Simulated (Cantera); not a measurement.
Feed: 1 mol SiO2, a varied amount of MgO, 3.5 mol H2, held at 1025 °C and 12.0 mbar.

Equilibrium computed with Cantera from the NASA thermochemical tables; the gas is ideal and each condensed phase is pure. Candidate condensed phases: H2O, Mg, MgO, Mg(OH)2, MgSiO3, Mg2SiO4, Si, SiO2; 24 gas species. Mutual solubility and eutectic melting of coexisting phases are not modelled. The tables hold silica as quartz up to 1696 K and as liquid above; real silica turns to tridymite and cristobalite and melts near 1996 K. Condensed phases not in the tables: alloys, solid solutions and most ternary compounds. The numbers say what is thermodynamically allowed, not how fast it happens.

Question: At 0.37 mol MgO, list the 3 most abundant gas species with their mole fractions, and the condensed phases.

Answer: H2 1.000, H2O 1.31e-5, SiO 1.24e-5. Condensed: MgSiO3(s) + SiO2(β-quartz).
